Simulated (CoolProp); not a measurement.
Vapour-liquid equilibrium of R134a (1) + methanol (2) at 0.0275 bar; x and y are mole fractions of (1).

Model: multi-fluid Helmholtz-energy mixture model, Tillner-Roth 1994 and de Reuck 1993; pair parameters Bell 2016, in CoolProp.

Give the bubble temperature and the first vapour's composition at x = 0.2, 0.35, 0.65. Is there an azeotrope?

x = 0.2: 195.5 K, y = 0.999; x = 0.35: 194.2 K, y = 0.999; x = 0.65: 192.9 K, y = 0.999. No azeotrope shows between x = 0.05 and 0.95.

The pair parameters rest on a limited set of measurements; away from them the model extrapolates. With so large a gap from Raoult's law the liquid may split in two, which this calculation doesn't test in full.
